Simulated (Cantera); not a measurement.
**Hydrocarbon pyrolysis for carbon deposition**

An isothermal, constant-pressure homogeneous reactor starts with 16.9 % C3H8, 83.1 % H2, at 1548 K and 5700 Pa.

Detailed kinetics in Cantera: GRI-Mech 3.0 (53 species, 325 reactions). GRI-Mech 3.0 was tuned for natural gas; its chemistry of propane as a main component is partial and can be far from experiment. GRI-Mech 3.0 stops at C3 and has no aromatics, soot or wall deposition, so with more carbon than oxygen in the feed, carbon stays in small species such as C2H2 where larger ones or solid carbon would form.

```
t (s)       x C3H8   x H2   x C2H2     x CH3    x CH2
--------  --------  -----  -------  --------  -------
2.00e-5      0.159  0.824  3.23e-6   0.00570  1.22e-6
0.000111    0.0695  0.761  0.00181    0.0174  8.94e-6
0.000616  0.000300  0.720   0.0348   0.00262  1.11e-6
0.00342    1.45e-7  0.729   0.0633  0.000472  6.32e-8
0.0190     1.09e-8  0.738   0.0936  0.000209  1.39e-8
0.105      5.07e-9  0.749    0.126  0.000252  2.06e-8
0.585      3.52e-9  0.760    0.132  0.000228  1.96e-8
3.25      8.67e-10  0.793    0.149  0.000137  1.36e-8
18.0      8.01e-11  0.821    0.163   4.09e-5  4.97e-9
100       4.45e-11  0.825    0.164   2.58e-5  3.24e-9
```
x: mole fraction; the columns are a selection and need not sum to one.

Equilibrium at this temperature and pressure: C3H8 4.45e-11, H2 0.825, C2H2 0.164, CH3 2.58e-5, CH2 3.24e-9 (gas phase only).
